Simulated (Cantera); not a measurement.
Mixture: 28.1 % H2, 15.1 % O2, 56.8 % N2, equivalence ratio 0.93, at 0.350 bar, adiabatic and at constant pressure. Ignition delay is the time to a rise of 400 K.

Model: GRI-Mech 3.0 (53 species, 325 reactions), integrated in Cantera. Where the delays flatten at high temperature, the 400 K rule measures the pace of heat release, not the induction time.

Task: Predict: delay at 1100 K; delay at 1150 K; delay at 1200 K; delay at 1250 K; delay at 1300 K; delay at 1350 K; delay at 1400 K.

Result: 
| Property | Value |
|---|---|
| delay at 1100 K | 0.235 ms |
| delay at 1150 K | 0.180 ms |
| delay at 1200 K | 0.145 ms |
| delay at 1250 K | 0.122 ms |
| delay at 1300 K | 0.107 ms |
| delay at 1350 K | 96.9 µs |
| delay at 1400 K | 90.8 µs |
